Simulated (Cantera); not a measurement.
What does this Cantera script print?

```python
import numpy as np
import cantera as ct

gas_names = [...]  # 123 gases of nasa_gas.yaml made of C, H, O, Si
cond_names = """
    C(gr) C6H6(L) C7H8(L) C8H18(L),n-octa H2O(s) H2O(L) Si(cr) Si(L) SiC(b) SiO2(Lqz) SiO2(hqz) SiO2(L)
""".split()


# ... load() reads the species with a 1 bar reference pressure and builds the phases ...
atoms = {
    'TEOS': {'Si': 1, 'C': 8, 'H': 20, 'O': 4},
    'O2': {'O': 2},
    'H2': {'H': 2},
}
top_T = {'C(gr)': 4500, 'SiC(b)': 3050}  # K; cautious upper limits of use, not melting points


# ... equilibrate(T, P, feed) seeds the gas with the atoms and calls Mixture.equilibrate('TP', solver="vcs", rtol=1e-11, max_steps=5000) ...
results = []
feed = {'TEOS': 1, 'O2': 0.074, 'H2': 39}  # mol
P = 100000  # Pa
for T in [1173, 1223, 1273, 1323, 1373, 1423, 1473, 1523, 1573, 1623, 1673, 1723, 1773, 1823]:
    mix = equilibrate(T, P, feed)
    results.append((T, P, feed, dict(zip(mix.species_names, mix.species_moles))))

top = {s: max(r[3][s] / sum(r[3][g] for g in gas_names) for r in results) for s in gas_names}
cols = sorted((s for s in top if top[s] > 1e-06), key=lambda s: -top[s])[:5]
seen = [c for c in cond_names if any(r[3].get(c, 0) > 1e-12 for r in results)]
print("log10 of partial pressures in bar; condensed amounts in mol")
print(f"{'T/K':>10s}" + "".join(f"{s[:9]:>10s}" for s in cols + seen))
for T, P, feed, n in results:
    ng = sum(n[g] for g in gas_names)
    print(f"{T:10.4g}" + "".join(f"{np.log10(max(n[s] / ng * P / 1e5, 1e-99)):10.3f}" for s in cols)
          + "".join(f"{n.get(c, 0):10.4g}" for c in seen))
```

Output:

```
log10 of partial pressures in bar; condensed amounts in mol
       T/K        H2        CO       CH4       H2O       SiO     C(gr)    SiC(b) SiO2(hqz)
      1173    -0.027    -1.384    -1.765    -2.861   -11.222      5.06         0         1
      1223    -0.024    -1.380    -1.924    -3.101    -9.982     5.291         0         1
      1273    -0.023    -1.378    -2.072    -3.325    -8.839     5.447         0         1
      1323    -0.022    -1.377    -2.211    -3.534    -7.784     5.554         0         1
      1373    -0.021    -1.377    -2.340    -3.727    -6.807     5.628         0         1
      1423    -0.020    -1.377    -2.460    -3.907    -5.900     5.681         0    0.9999
      1473    -0.020    -1.376    -2.572    -4.075    -5.056     5.718         0    0.9996
      1523    -0.020    -1.376    -2.677    -4.232    -4.270     5.743         0    0.9973
      1573    -0.032    -1.164    -2.800    -4.179    -3.746     3.594    0.7222    0.2683
      1623    -0.036    -1.109    -2.901    -4.265    -3.610     2.811     0.987         0
      1673    -0.036    -1.109    -2.988    -4.395    -3.536     2.824    0.9845         0
      1723    -0.036    -1.109    -3.069    -4.517    -3.465     2.835    0.9818         0
      1773    -0.036    -1.110    -3.146    -4.632    -3.399     2.843    0.9788         0
      1823    -0.036    -1.110    -3.218    -4.740    -3.337     2.848    0.9755         0
```

Equilibrium computed with Cantera from the NASA thermochemical tables; the gas is ideal and each condensed phase is pure. The feed counts by its element totals alone. Mutual solubility and eutectic melting of coexisting phases are not modelled. The tables hold silica as quartz up to 1696 K and as liquid above; real silica turns to tridymite and cristobalite and melts near 1996 K.
